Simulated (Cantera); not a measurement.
Feed: 1 mol CO2, 0.25 mol H2O, held at 1.33 mbar.

These are equilibrium values from Cantera (NASA tables, ideal gas, pure condensed phases), not measurements of a reactor. Candidate condensed phases: C, C6H6, C7H8, C8H18, H2O; 110 gas species. Equilibrium is a limit: real reactors are often held back by kinetics, nucleation or transport.

log p: log10 of the partial pressure in bar; nothing condenses.

| T (K) | log p CO2 | log p H2O | log p CO | log p O2 | log p H2 | log p OH | log p H |
|---|---|---|---|---|---|---|---|
| 1250 | -2.97 | -3.57 | -6.74 | -6.99 | -7.54 | -8.11 | -10.09 |
| 1275 | -2.97 | -3.57 | -6.59 | -6.84 | -7.41 | -7.93 | -9.84 |
| 1300 | -2.97 | -3.57 | -6.44 | -6.69 | -7.29 | -7.77 | -9.60 |
| 1325 | -2.97 | -3.57 | -6.30 | -6.55 | -7.17 | -7.61 | -9.37 |
| 1350 | -2.97 | -3.57 | -6.16 | -6.42 | -7.06 | -7.46 | -9.15 |
| 1375 | -2.97 | -3.57 | [?] | [?] | [?] | [?] | [?] |
| 1400 | -2.97 | -3.57 | -5.90 | -6.16 | -6.84 | -7.17 | -8.73 |
| 1425 | -2.97 | -3.57 | -5.78 | -6.04 | -6.73 | -7.03 | -8.53 |
| 1450 | -2.97 | -3.57 | -5.66 | -5.93 | -6.64 | -6.90 | -8.34 |
| 1475 | -2.97 | -3.58 | [?] | [?] | [?] | [?] | [?] |
| 1500 | -2.97 | -3.58 | -5.43 | -5.71 | -6.45 | -6.65 | -7.98 |
| 1525 | -2.97 | -3.58 | -5.32 | -5.60 | -6.36 | -6.53 | -7.80 |
| 1550 | -2.98 | -3.58 | -5.22 | -5.50 | -6.27 | -6.42 | -7.64 |
| 1575 | -2.98 | -3.58 | -5.12 | -5.40 | -6.18 | -6.31 | -7.47 |

Question: Fill in the missing entries.

Answer: 
- 1375, log p CO: -6.03
- 1375, log p O2: -6.29
- 1375, log p H2: -6.94
- 1375, log p OH: -7.31
- 1375, log p H: -8.94
- 1475, log p CO: -5.54
- 1475, log p O2: -5.81
- 1475, log p H2: -6.54
- 1475, log p OH: -6.77
- 1475, log p H: -8.16
